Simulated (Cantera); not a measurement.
Charge: 1 mol Pb, 0.47 mol CO, 1.7 mol N2, equilibrated at 55000 Pa.

Equilibrium computed with Cantera from the NASA thermochemical tables; the gas is ideal and each condensed phase is pure. Candidate condensed phases: C, Pb, PbO, PbO2, Pb3O4; 27 gas species. Equilibrium is a limit: real reactors are often held back by kinetics, nucleation or transport.

**Question.** At 1325 K, list the 4 most abundant gas species with their mole fractions, and the condensed phases.

**Answer.** N2 0.778, CO 0.215, Pb 0.00655, CO2 9.82e-5. Condensed: C(graphite) + Pb(l).
